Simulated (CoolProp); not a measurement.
Vapour-liquid equilibrium of benzene (1) + octamethylcyclotetrasiloxane (D4) (2) at 123.95 °C; x and y are mole fractions of (1).

Values from CoolProp's multi-fluid Helmholtz-energy mixture model, Thol 2012 and Thol 2015; pair parameters Bell 2016.

Problem. Give the bubble pressure and the first vapour's composition at x = 0.05, 0.35, 0.95. Is there an azeotrope?

Solution. x = 0.05: 0.3323 bar, y = 0.373; x = 0.35: 1.193 bar, y = 0.876; x = 0.95: 3.121 bar, y = 0.996. No azeotrope shows between x = 0.05 and 0.95.

Pair parameters are fitted to limited data, so mixtures are less certain than the pure fluids.
